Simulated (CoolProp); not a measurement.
Vapour-liquid equilibrium of n-hexane (1) + hexamethyldisiloxane (MM) (2) at 1100 kPa; x and y are mole fractions of (1).

The numbers come from the multi-fluid Helmholtz-energy mixture model, Thol 2019 and Thol 2016; pair parameters Bell 2016 in CoolProp.

```tsv
x	bubble temperature, mixture model (K)	bubble temperature, Raoult's law (K)	y, mixture model	y, Raoult's law
0.05	?	480.9	0.068	0.093
0.15	477.7	475.7	0.197	0.256
0.25	473.9	470.9	0.321	0.396
0.35	470.1	466.4	0.438	0.516
0.45	466.2	462.3	0.548	0.620
0.55	462.2	458.4	0.652	0.711
0.65	458.1	454.7	0.748	0.790
0.75	453.9	451.3	?	0.859
0.85	449.7	448.0	0.909	0.921
0.95	445.5	445.0	?	0.975
```

Fill in the missing entries.


- 0.05, bubble temperature, mixture model (K): 481.6
- 0.75, y, mixture model: 0.834
- 0.95, y, mixture model: 0.973

The largest gap from Raoult's law is +3.9 K in bubble temperature, at x = 0.45. No azeotrope shows between x = 0.05 and 0.95.

The pair parameters rest on a limited set of measurements; away from them the model extrapolates.
